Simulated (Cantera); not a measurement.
What does this Cantera script print?

```python
import numpy as np
import cantera as ct

gas = ct.Solution("gri30.yaml")
gas.TPX = 473, 100000, {'CH3OH': 1, 'O2': 1.7, 'N2': 6.41}
flame = ct.FreeFlame(gas, width=0.04)
flame.set_refine_criteria(ratio=3, slope=0.08, curve=0.16)
flame.transport_model = "mixture-averaged"
flame.solve(loglevel=0, auto=True)
z, T = flame.grid, flame.T
thick = (T[-1] - T[0]) / np.gradient(T, z).max()
show = ['CH3OH', 'O2', 'H2', 'OH', 'CH2O', 'NO']
print(f"laminar burning velocity  {flame.velocity[0] * 100:.3f} cm/s")
print(f"burnt temperature         {T[-1]:.1f} K")
print(f"thermal thickness         {thick * 1e3:.4f} mm")
print(f"grid points               {len(z)}")
z0 = z[flame.heat_release_rate.argmax()]
print(f"{'z/mm':>9s}{'T/K':>9s}{'u/(m/s)':>9s}" + "".join(f"{s:>11s}" for s in show))
rows = []
for k in (-3, -2, -1.5, -1, -0.5, -0.25, 0, 0.25, 0.5, 1, 2, 4, 8):
    zz = z0 + k * thick
    rows.append([k * thick, np.interp(zz, z, T), np.interp(zz, z, flame.velocity),
                 *(np.interp(zz, z, flame.X[gas.species_index(s)]) for s in show)])
    print(f"{rows[-1][0] * 1e3:9.3f}{rows[-1][1]:9.1f}{rows[-1][2]:9.3f}" + "".join(f"{x:11.3e}" for x in rows[-1][3:]))
```

Output:

```
laminar burning velocity  73.008 cm/s
burnt temperature         2230.5 K
thermal thickness         0.3353 mm
grid points               131
     z/mm      T/K  u/(m/s)      CH3OH         O2         H2         OH       CH2O         NO
   -1.006    473.2    0.731  1.096e-01  1.863e-01  1.326e-03  1.173e-16  3.756e-07  1.834e-11
   -0.671    475.2    0.736  1.093e-01  1.858e-01  3.447e-03  1.006e-14  5.321e-06  1.928e-10
   -0.503    484.9    0.753  1.087e-01  1.844e-01  6.035e-03  3.369e-13  3.977e-05  1.123e-09
   -0.335    545.6    0.855  1.051e-01  1.785e-01  1.073e-02  2.003e-11  3.735e-04  9.512e-09
   -0.168    882.3    1.423  7.927e-02  1.487e-01  1.796e-02  1.631e-07  3.493e-03  1.551e-07
   -0.084   1249.5    2.068  4.340e-02  1.149e-01  2.180e-02  4.159e-05  7.687e-03  6.021e-07
    0.000   1642.9    2.786  5.176e-03  7.658e-02  2.191e-02  1.648e-03  4.452e-03  1.550e-06
    0.084   1772.0    3.006  2.842e-05  5.439e-02  1.439e-02  5.864e-03  8.481e-05  2.659e-06
    0.168   1825.9    3.080  4.195e-08  4.410e-02  1.103e-02  8.119e-03  3.708e-07  3.911e-06
    0.335   1901.8    3.184  1.448e-11  3.703e-02  9.965e-03  9.246e-03  7.758e-10  6.371e-06
    0.671   1992.2    3.313  9.516e-16  3.253e-02  8.676e-03  9.210e-03  5.952e-11  1.061e-05
    1.341   2082.0    3.444  1.831e-17  2.899e-02  6.422e-03  8.255e-03  3.284e-11  1.759e-05
    2.683   2153.7    3.546  5.233e-18  2.603e-02  4.282e-03  6.860e-03  1.613e-11  2.905e-05
```

Detailed kinetics in Cantera: GRI-Mech 3.0 (53 species, 325 reactions). GRI-Mech 3.0 was tuned for natural gas; its chemistry of methanol as a main component is partial and can be far from experiment. Burning velocities carry a grid error of a few per cent, more on coarse grids.
